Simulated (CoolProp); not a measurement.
Vapour-liquid equilibrium of CH2F2 (R32) (1) + R125 (2) at -33.35 °C; x and y are mole fractions of (1).

Model: multi-fluid Helmholtz-energy mixture model, Tillner-Roth 1997 and Lemmon 2005; pair parameters Lemmon 2004, in CoolProp.

```csv
x,"bubble pressure, mixture model (MPa)","bubble pressure, Raoult's law (MPa)","y, mixture model","y, Raoult's law"
0.05,0.2017,0.2003,0.064,0.059
0.15,0.2082,0.2042,0.187,0.175
0.25,0.2145,0.2082,0.300,0.285
0.35,0.2203,0.2121,0.405,0.392
0.45,0.2254,0.2160,0.502,0.495
0.55,0.2299,0.2199,0.594,0.594
0.65,0.2335,0.2239,0.681,0.690
0.75,0.2363,0.2278,0.768,0.782
0.85,0.2379,0.2317,0.855,0.872
0.95,0.2382,0.2357,0.949,0.958
```

The largest gap from Raoult's law is +4.5 % in bubble pressure, at x = 0.55. y crosses x between x = 0.85 and 0.95: the model has an azeotrope there.

Pair parameters are fitted to limited data, so mixtures are less certain than the pure fluids.
